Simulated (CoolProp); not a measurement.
Vapour-liquid equilibrium of sulfur dioxide (1) + toluene (2) at 42.55 °C; x and y are mole fractions of (1).

Model: multi-fluid Helmholtz-energy mixture model, Gao 2016 and Lemmon 2006; pair parameters Bell 2016, in CoolProp.

```csv
x,"bubble pressure, mixture model (kPa)","bubble pressure, Raoult's law (kPa)","y, mixture model","y, Raoult's law"
0.05,32.45,42.41,0.738,0.801
0.125,74.37,92.73,0.893,0.916
0.2,…,143.1,…,0.950
0.275,174.7,193.4,0.962,0.967
0.35,229.0,243.7,…,0.976
0.425,283.7,294.0,0.981,0.983
0.5,337.5,344.3,…,0.987
0.575,…,394.7,…,0.990
0.65,440.8,445.0,0.992,0.993
0.725,490.6,495.3,0.994,0.995
0.8,…,545.6,0.996,0.997
0.875,590.6,595.9,0.997,0.998
0.95,…,646.3,0.999,0.999
```

Some entries are withheld; supply them.


- 0.2, bubble pressure, mixture model (kPa): 122.5
- 0.2, y, mixture model: 0.940
- 0.35, y, mixture model: 0.973
- 0.5, y, mixture model: 0.986
- 0.575, bubble pressure, mixture model (kPa): 389.9
- 0.575, y, mixture model: 0.989
- 0.8, bubble pressure, mixture model (kPa): 540.1
- 0.95, bubble pressure, mixture model (kPa): 643.1

The largest gap from Raoult's law is -23.5 % in bubble pressure, at x = 0.05. No azeotrope shows between x = 0.05 and 0.95.

The pair parameters rest on a limited set of measurements; away from them the model extrapolates.
